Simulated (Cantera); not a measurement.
Mixture: CH₃OH : O₂ : N₂ = 1 : 0.789 : 2.97 (molar parts), at 10.0 bar, adiabatic and at constant pressure. Ignition delay is the time to a rise of 400 K.

Model: GRI-Mech 3.0 (53 species, 325 reactions), integrated in Cantera. GRI-Mech 3.0 was tuned for natural gas; its chemistry of methanol as a main component is partial and can be far from experiment.

Task: Predict: delay at 1250 K; delay at 1325 K; delay at 1400 K; delay at 1475 K; delay at 1550 K; apparent activation energy between 1400 and 1550 K.

Result: 
```json
{
  "delay at 1250 K": "0.573 ms",
  "delay at 1325 K": "0.193 ms",
  "delay at 1400 K": "74.4 µs",
  "delay at 1475 K": "32.3 µs",
  "delay at 1550 K": "15.7 µs",
  "apparent activation energy between 1400 and 1550 K": "190 kJ/mol"
}
```
